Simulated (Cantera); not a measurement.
Mixture: C₂H₄ : O₂ : N₂ : H₂O = 1 : 2.14 : 8.06 : 0.46 (molar parts), equivalence ratio 1.4, at 28.0 bar, adiabatic and at constant pressure. Ignition delay is the time to a rise of 400 K.

Detailed kinetics in Cantera: GRI-Mech 3.0 (53 species, 325 reactions). GRI-Mech 3.0 was tuned for natural gas; its chemistry of ethylene as a main component is partial and can be far from experiment. The pressure lies above the range GRI-Mech 3.0 was tuned for (to about 10 atm).

Question: What does this change do: 0.15 parts H2 added?

Answer: 
| quantity | before | after |
|---|---|---|
| delay at 1300 K | 82.6 µs | 47.9 µs |
| delay at 1400 K | 16.9 µs | 11.1 µs |
| delay at 1500 K | 4.23 µs | 3.12 µs |
| delay at 1600 K | 1.57 µs | 1.30 µs |
| delay at 1700 K | 0.845 µs | 0.742 µs |
| delay at 1800 K | 0.548 µs | 0.499 µs |
| apparent activation energy between 1600 and 1800 K | 130 kJ/mol | 110 kJ/mol |
